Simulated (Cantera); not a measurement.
**Aluminium nitride and oxide growth: AlI₃ + N₂O + N₂**

Feed: 1 mol AlI₃, 40 mol N₂O, a varied amount of N₂, at 1127 °C and 10.0 Torr.

Method: chemical equilibrium by Gibbs-energy minimisation in Cantera with the NASA 1993 tables (ideal gas, pure condensed phases). Candidate condensed phases: Al, AlI₃, AlN, Al₂O₃, I₂; 21 gas species. Rates play no part.

```json
[
 {"n(N₂) (mol)": "4.3", "x N₂": "0.665", "x O₂": "0.289", "x I": "0.0450", "x NO": "0.000781", "x I₂": "4.34e-5", "x O": "4.41e-6", "x NO₂": "7.88e-7", "x N₂O": "5.27e-9", "n Al₂O₃(s)": "0.500"},
 {"n(N₂) (mol)": "10", "x N₂": "0.692", "x O₂": "0.266", "x I": "0.0415", "x NO": "0.000764", "x I₂": "3.68e-5", "x O": "4.23e-6", "x NO₂": "7.40e-7", "x N₂O": "5.25e-9", "n Al₂O₃(s)": "0.500"},
 {"n(N₂) (mol)": "25", "x N₂": "0.745", "x O₂": "0.220", "x I": "0.0343", "x NO": "0.000721", "x I₂": "2.53e-5", "x O": "3.85e-6", "x NO₂": "6.36e-7", "x N₂O": "5.15e-9", "n Al₂O₃(s)": "0.500"},
 {"n(N₂) (mol)": "60", "x N₂": "0.818", "x O₂": "0.157", "x I": "0.0245", "x NO": "0.000638", "x I₂": "1.29e-5", "x O": "3.25e-6", "x NO₂": "4.75e-7", "x N₂O": "4.77e-9", "n Al₂O₃(s)": "0.500"},
 {"n(N₂) (mol)": "140", "x N₂": "0.890", "x O₂": "0.0949", "x I": "0.0148", "x NO": "0.000518", "x I₂": "4.71e-6", "x O": "2.53e-6", "x NO₂": "3.00e-7", "x N₂O": "4.04e-9", "n Al₂O₃(s)": "0.500"},
 {"n(N₂) (mol)": "340", "x N₂": "0.944", "x O₂": "0.0477", "x I": "0.00746", "x NO": "0.000378", "x I₂": "1.19e-6", "x O": "1.79e-6", "x NO₂": "1.55e-7", "x N₂O": "3.04e-9", "n Al₂O₃(s)": "0.500"},
 {"n(N₂) (mol)": "830", "x N₂": "0.975", "x O₂": "0.0214", "x I": "0.00336", "x NO": "0.000258", "x I₂": "2.42e-7", "x O": "1.20e-6", "x NO₂": "7.08e-8", "x N₂O": "2.10e-9", "n Al₂O₃(s)": "0.500"}
]
```
x: gas mole fraction; n: condensed amount in mol.

From 4.3 mol N₂ to 830 mol N₂ the condensed part is Al₂O₃(s).
